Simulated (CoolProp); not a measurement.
Cyclopentane at several states: fugacity coefficient from the reference equation and from simpler models built on Tc = 511.7 K, pc = 4.583 MPa, ω = 0.202; each cubic takes its own stable root.

Computed with CoolProp (reference Helmholtz-energy equation of state, Gedanitz 2015).

```json
[
 {"T (K)": "220", "p (MPa)": "0.134", "phase": "liquid", "reference": "0.003906", "van der Waals": "0.3133", "Redlich-Kwong": "0.007328", "Soave-Redlich-Kwong": "?"},
 {"T (K)": "408.8", "p (MPa)": "1.59", "phase": "liquid", "reference": "0.4951", "van der Waals": "?", "Redlich-Kwong": "0.6039", "Soave-Redlich-Kwong": "?"},
 {"T (K)": "321.8", "p (MPa)": "0.895", "phase": "liquid", "reference": "0.1105", "van der Waals": "0.5346", "Redlich-Kwong": "0.1669", "Soave-Redlich-Kwong": "0.1096"},
 {"T (K)": "280.3", "p (MPa)": "15.8", "phase": "liquid", "reference": "0.002320", "van der Waals": "?", "Redlich-Kwong": "0.004056", "Soave-Redlich-Kwong": "?"},
 {"T (K)": "199.8", "p (MPa)": "0.0503", "phase": "liquid", "reference": "0.001707", "van der Waals": "0.3812", "Redlich-Kwong": "0.003139", "Soave-Redlich-Kwong": "0.001631"}
]
```

Q: Some entries are withheld; supply them.

A: 
- 220, Soave-Redlich-Kwong: 0.003719
- 408.8, van der Waals: 0.8241
- 408.8, Soave-Redlich-Kwong: 0.5078
- 280.3, van der Waals: 0.03539
- 280.3, Soave-Redlich-Kwong: 0.002311

At some of these states van der Waals gives the other phase, because its saturation line lies elsewhere.
